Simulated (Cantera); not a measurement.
Input: 1 mol CaCO3, 0.042 mol H2, 0.044 mol CO2, at 1623 K and 0.0100 bar.

These are equilibrium values from Cantera (NASA tables, ideal gas, pure condensed phases), not measurements of a reactor. Candidate condensed phases: C, C6H6, C7H8, C8H18, Ca, CaCO3, CaO, Ca(OH)2, H2O; 115 gas species. The numbers say what is thermodynamically allowed, not how fast it happens.

Question: What is the equilibrium state?

Answer: 
```
Property                                    Value
--------------------------------------  ---------
x(CO2)                                      0.923
x(CO)                                      0.0383
x(H2O)                                     0.0381
x(H2)                                    0.000510
x(OH)                                     4.89e-5
x(O2)                                     4.20e-5
x(H)                                      1.56e-5
x(O)                                      1.23e-6
n(CaO(s))                                1.00 mol
gas amount                              1.086 mol
log10 activity of C(graphite) (absent)      -8.41
log10 activity of Ca(l) (absent)           -11.67
```
